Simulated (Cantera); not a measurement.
A closed system holds: 1 mol Cu, 3 mol HF, equilibrated at 10.0 mbar.

These are equilibrium values from Cantera (NASA tables, ideal gas, pure condensed phases), not measurements of a reactor. Candidate condensed phases: Cu, CuF₂; 15 gas species. Rates play no part.

log p: log10 of the partial pressure in bar; n: condensed amount in mol.

| T (°C) | log p HF | log p CuF | log p H₂ | log p Cu | log p H | n Cu(s) | n Cu(l) |
|---|---|---|---|---|---|---|---|
| 625 | -2.00 | -8.44 | -8.73 | -12.79 | <-14 | 1.000 | 0 |
| 700 | -2.00 | -7.67 | -7.97 | -11.29 | ___ | 1.000 | 0 |
| 775 | -2.00 | -7.01 | -7.31 | -10.01 | ___ | 1.000 | 0 |
| 850 | -2.00 | -6.44 | -6.74 | -8.90 | ___ | 1.000 | 0 |
| 925 | -2.00 | -5.95 | -6.25 | -7.93 | ___ | 1.000 | 0 |
| 1000 | -2.00 | -5.51 | -5.81 | -7.08 | ___ | 0.999 | 0 |
| 1075 | -2.00 | -5.13 | -5.43 | -6.33 | ___ | 0.998 | 0 |
| 1150 | -2.00 | -4.80 | -5.10 | -5.68 | ___ | 0 | 0.995 |
| 1225 | -2.00 | -4.51 | -4.81 | -5.10 | ___ | 0 | 0.988 |
| 1300 | -2.00 | -4.24 | -4.55 | -4.58 | ___ | 0 | 0.975 |

Q: Fill in the missing entries.

A: 
- 700, log p H: -12.95
- 775, log p H: -11.77
- 850, log p H: -10.74
- 925, log p H: -9.85
- 1000, log p H: -9.05
- 1075, log p H: -8.35
- 1150, log p H: -7.73
- 1225, log p H: -7.17
- 1300, log p H: -6.66
